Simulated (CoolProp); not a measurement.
Methanol at 293.15 K and 0.479 MPa flows at 11 m/s in a round tube of 10 mm bore and 1.5 µm roughness, fully developed (64/Re and Nu = 3.66 if laminar; Colebrook and Gnielinski if turbulent). Each further row changes one setting.

Model: reference Helmholtz-energy equation of state, de Reuck 1993, in CoolProp.

```csv
case,Reynolds number,Darcy friction factor,pressure drop (Pa/m),heat-transfer coefficient (W/(m² K)),mass flow (kg/h)
as stated,148000,0.0176,84000,18000,2460
velocity 22 m/s,297000,0.0159,304000,33700,4920
diameter 20 mm,297000,0.0152,36500,16300,9850
```

Viscosity comes from a separate model (Xiang 2006). Thermal conductivity comes from a separate model (Sykioti 2013).
